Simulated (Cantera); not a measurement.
A closed system holds: 1 mol SiH₄, 5.8 mol N₂O, 12 mol N₂, at 60.0 Pa.

These are equilibrium values from Cantera (NASA tables, ideal gas, pure condensed phases), not measurements of a reactor. Candidate condensed phases: H₂O, Si, SiO₂, Si₂N₂O, Si₃N₄; 35 gas species. The numbers say what is thermodynamically allowed, not how fast it happens.

Question: At 850 K, list the 3 most abundant gas species with their mole fractions, and the condensed phases.

Answer: N₂ 0.860, H₂O 0.0966, O₂ 0.0435. Condensed: SiO₂(β-quartz).
